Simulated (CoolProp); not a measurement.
Saturation properties of n-dodecane (Tc = 385.0 °C, pc = 1.818 MPa, ω = 0.574).

The numbers come from the reference Helmholtz-energy equation of state, Lemmon 2004 in CoolProp. It is a short technical equation, of lower accuracy than the large ones.

```json
[
 {"T (°C)": "58.65", "p (MPa)": "0.0002083", "liquid density (kg/m³)": "720.8", "enthalpy of vaporisation (kJ/kg)": "342.6", "liquid cp (kJ/(kg K))": "2.329", "vapour Z": "0.9993", "surface tension (mN/m)": "21.9"},
 {"T (°C)": "75.55", "p (MPa)": "0.0005735", "liquid density (kg/m³)": "708.2", "enthalpy of vaporisation (kJ/kg)": "333.5", "liquid cp (kJ/(kg K))": "2.392", "vapour Z": "0.9985", "surface tension (mN/m)": "20.5"},
 {"T (°C)": "92.55", "p (MPa)": "0.001411", "liquid density (kg/m³)": "695.5", "enthalpy of vaporisation (kJ/kg)": "324.4", "liquid cp (kJ/(kg K))": "2.458", "vapour Z": "0.9970", "surface tension (mN/m)": "19.1"},
 {"T (°C)": "109.45", "p (MPa)": "0.003126", "liquid density (kg/m³)": "682.7", "enthalpy of vaporisation (kJ/kg)": "315.6", "liquid cp (kJ/(kg K))": "2.524", "vapour Z": "0.9945", "surface tension (mN/m)": "17.7"},
 {"T (°C)": "126.45", "p (MPa)": "0.006387", "liquid density (kg/m³)": "669.6", "enthalpy of vaporisation (kJ/kg)": "306.7", "liquid cp (kJ/(kg K))": "2.593", "vapour Z": "0.9906", "surface tension (mN/m)": "16.4"},
 {"T (°C)": "143.35", "p (MPa)": "0.01208", "liquid density (kg/m³)": "656.3", "enthalpy of vaporisation (kJ/kg)": "297.7", "liquid cp (kJ/(kg K))": "2.661", "vapour Z": "0.9847", "surface tension (mN/m)": "15.1"},
 {"T (°C)": "160.35", "p (MPa)": "0.02151", "liquid density (kg/m³)": "642.6", "enthalpy of vaporisation (kJ/kg)": "288.6", "liquid cp (kJ/(kg K))": "2.731", "vapour Z": "0.9766", "surface tension (mN/m)": "13.8"},
 {"T (°C)": "177.35", "p (MPa)": "0.03627", "liquid density (kg/m³)": "628.5", "enthalpy of vaporisation (kJ/kg)": "279.2", "liquid cp (kJ/(kg K))": "2.801", "vapour Z": "0.9656", "surface tension (mN/m)": "12.6"},
 {"T (°C)": "194.25", "p (MPa)": "0.05815", "liquid density (kg/m³)": "613.9", "enthalpy of vaporisation (kJ/kg)": "269.5", "liquid cp (kJ/(kg K))": "2.871", "vapour Z": "0.9516", "surface tension (mN/m)": "11.4"},
 {"T (°C)": "211.25", "p (MPa)": "0.08973", "liquid density (kg/m³)": "598.7", "enthalpy of vaporisation (kJ/kg)": "259.3", "liquid cp (kJ/(kg K))": "2.943", "vapour Z": "0.9338", "surface tension (mN/m)": "10.2"},
 {"T (°C)": "228.15", "p (MPa)": "0.1333", "liquid density (kg/m³)": "582.8", "enthalpy of vaporisation (kJ/kg)": "248.6", "liquid cp (kJ/(kg K))": "3.015", "vapour Z": "0.9122", "surface tension (mN/m)": "9.00"},
 {"T (°C)": "245.15", "p (MPa)": "0.1923", "liquid density (kg/m³)": "565.9", "enthalpy of vaporisation (kJ/kg)": "237.0", "liquid cp (kJ/(kg K))": "3.090", "vapour Z": "0.8860", "surface tension (mN/m)": "7.86"}
]
```

It boils at 216.3 °C under 1 atm.

Surface tension comes from a separate correlation (Mulero 2012).
